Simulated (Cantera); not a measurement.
Input (Python, Cantera):

```python
import numpy as np
import cantera as ct

gas = ct.Solution("gri30.yaml")


def delay(T, t_max=10):
    gas.TPX = T, 101325, {'CH4': 1, 'H2': 0.065, 'O2': 3.99, 'N2': 15}
    reactor = ct.IdealGasConstPressureReactor(gas, clone=False)
    net = ct.ReactorNet([reactor])
    net.rtol, net.atol = 1e-8, 1e-16
    while net.time < t_max:
        t_old, T_old = net.time, reactor.T
        net.step()
        if reactor.T > T + 400:  # ignition: a rise of 400 K
            return t_old + (T + 400 - T_old) / (reactor.T - T_old) * (net.time - t_old)
    return np.nan


taus = []
for T in [1075, 1175, 1275, 1375, 1475, 1575, 1675, 1775, 1875]:
    taus.append(delay(T))
    print(f"T0 = {T:6g} K   tau = {taus[-1]:.4e} s")
```

It prints:

```
T0 =   1075 K   tau = 7.7162e-02 s
T0 =   1175 K   tau = 2.2067e-02 s
T0 =   1275 K   tau = 6.5662e-03 s
T0 =   1375 K   tau = 2.1928e-03 s
T0 =   1475 K   tau = 8.5329e-04 s
T0 =   1575 K   tau = 3.8606e-04 s
T0 =   1675 K   tau = 1.9654e-04 s
T0 =   1775 K   tau = 1.0916e-04 s
T0 =   1875 K   tau = 6.4899e-05 s
```

Model: GRI-Mech 3.0 (53 species, 325 reactions), integrated in Cantera.
